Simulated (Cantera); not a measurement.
Input: 1 mol SiH4, 0.058 mol CH4, 560 mol H2, held at 62.0 mbar.

Equilibrium computed with Cantera from the NASA thermochemical tables; the gas is ideal and each condensed phase is pure. Candidate condensed phases: C, C6H6, C7H8, C8H18, Si, SiC; 87 gas species. Mutual solubility and eutectic melting of coexisting phases are not modelled. Gases not in the tables: Si2H6 and higher silanes. Equilibrium is a limit: real reactors are often held back by kinetics, nucleation or transport.

Q: Which condensed phases are stable at each of these points (T (°C)): 1400, 1450, 1500, 1550, 1600, 1650, 1700, 1750, 1800, 1850, 1900, 1950, 2000?

A: 
```tsv
T (°C)	condensed phases	Si condensed (%)
1400	Si(s) + SiC(s)	98.8
1450	Si(l) + SiC(s)	97.8
1500	Si(l) + SiC(s)	96.0
1550	Si(l) + SiC(s)	92.8
1600	Si(l) + SiC(s)	87.0
1650	Si(l) + SiC(s)	76.7
1700	Si(l) + SiC(s)	58.9
1750	Si(l) + SiC(s)	28.5
1800	SiC(s)	1.8
1850	gas only	0.0
1900	gas only	0.0
1950	gas only	0.0
2000	gas only	0.0
```

At 1400 °C the condensed part is Si(s) + SiC(s). From 1450 °C to 1750 °C the condensed part is Si(l) + SiC(s). At 1800 °C the condensed part is SiC(s). From 1850 °C to 2000 °C nothing is condensed.
